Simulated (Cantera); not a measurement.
Charge: 1 mol B2H6, 0.49 mol NH3, 65 mol H2, 0.071 mol H2O, at 1723 K and 10.0 Torr.

Cantera equilibrium calculation (NASA polynomials, part measured and part estimated; ideal gas, pure solids and liquids). Candidate condensed phases: B, BN, B2O3, B3O3H3, H2O; 39 gas species. The feed counts by its element totals alone. Mutual solubility and eutectic melting of coexisting phases are not modelled. The tables' values for BH2 are old estimates; treat these amounts as uncertain. Equilibrium is a limit: real reactors are often held back by kinetics, nucleation or transport.

Base state: H2 0.997, H 0.00158, HBO 0.000990, BH2 7.31e-5, N2 7.22e-5, BO 3.05e-5 (mole fractions); condensed: B(s) + BN(s).

Q: What changes in the equilibrium state with this change: temperature from 1723 K to 1473.15 K?

A: 
```csv
species,before,after
H2,0.997,0.999
HBO,0.000990,0.00101
H,0.00158,0.000110
N2,7.22e-5,1.97e-7
BO,3.05e-5,3.01e-6
BH2,7.31e-5,7.44e-6
"B(s), mol",1.44,1.44
"BN(s), mol",0.480,0.490
```

Q: What changes in the equilibrium state with this change: temperature from 1723 K to 1450 K?

A: 
| species | before | after |
|---|---|---|
| H2 | 0.997 | 0.999 |
| HBO | 0.000990 | 0.00101 |
| H | 0.00158 | 8.19e-5 |
| N2 | 7.22e-5 | 1.03e-7 |
| BO | 3.05e-5 | 2.32e-6 |
| BH2 | 7.31e-5 | 5.78e-6 |
| B(s), mol | 1.44 | 1.44 |
| BN(s), mol | 0.480 | 0.490 |
